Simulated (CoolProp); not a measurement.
A single-stage vapour-compression cycle with R21: evaporating at 258.15 K (dew point), condensing at 301.15 K (bubble point), superheat 10 K, subcooling 5 K, compressor efficiency 0.75, no pressure losses. Each further row changes one setting.

Model: reference Helmholtz-energy equation of state, Platzer 1990, in CoolProp. This equation is an older, rougher fit; its heat capacities, sound speeds and derivatives of the liquid may be far off and weren't checked against measurements.

| case | cooling COP | pressure ratio | discharge temperature (K) | refrigerating effect (kJ/kg) | volumetric capacity (kJ/m³) |
|---|---|---|---|---|---|
| as stated | 4.00 | 5.55 | 360.9 | 219 | 372 |
| evaporating temperature 263.15 K | 4.69 | 4.40 | 353.6 | 221 | 468 |
| condensing temperature 296.15 K | 4.60 | 4.68 | 351.3 | 224 | 381 |
| subcooling 10 K | 4.10 | 5.55 | 360.9 | 224 | 381 |
| superheat 20 K | 3.96 | 5.55 | 372.6 | 224 | 368 |
| compressor efficiency 0.65 | 3.47 | 5.55 | 373.3 | 219 | 372 |
